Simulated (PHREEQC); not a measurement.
Dissolve 0.1 mol/kgw CuSO4, 0.018 mol/kgw HNO3 and 0.061 mol/kgw NaCl at 25 °C. It is in equilibrium with CO2 at log p = 0 (atm). Otherwise closed; pH follows from the charge balance.

All values are PHREEQC results (ion-association model, wateq4f.dat), not measurements.

Each row changes one thing in this solution. Precipitation was switched off in this run.

```csv
case,pH,ionic strength (mol/kgw),Cu+2 (mol/kgw),SO4-2 (mol/kgw),CuSO4 (mol/kgw),HSO4- (mol/kgw),SI of Chalcanthite (CuSO4:5H2O),SI of Tenorite (CuO)
as made,2.21,0.290,0.0582,0.0472,0.0391,0.0102,-1.06,-4.97
temperature from 25 to 80 °C,2.61,0.268,0.0489,0.0455,0.0357,0.0148,-1.41,-2.55
HNO3 left out,3.61,0.276,0.0543,0.0531,0.0425,0.000461,-1.03,-2.19
NaCl from 0.061 to 0.305 mol/kgw,2.19,0.544,0.0613,0.0494,0.0264,0.00944,-1.22,-5.08
NaCl from 0.061 to 0.0671 mol/kgw,2.21,0.296,0.0583,0.0473,0.0387,0.0102,-1.07,-4.97
temperature from 25 to 5 °C,2.13,0.299,0.0605,0.0495,0.0385,0.00873,-0.93,-5.90
NaCl left out,2.22,0.221,0.0558,0.0454,0.0442,0.0104,-1.01,-4.93
HNO3 replaced by Ni(NO3)2 at the same molality,3.59,0.318,0.0580,0.0503,0.0388,0.000446,-1.06,-2.23
CuSO4 from 0.1 to 0.5 mol/kgw,2.56,0.970,0.231,0.214,0.262,0.0144,-0.19,-3.83
```

The ionic strength passes 0.7 mol/kgw, the rough limit of the ion-association models, in CuSO4 from 0.1 to 0.5 mol/kgw. Away from 25 °C the constants follow the database's enthalpies or fits; those with neither stay at their 25 °C values.
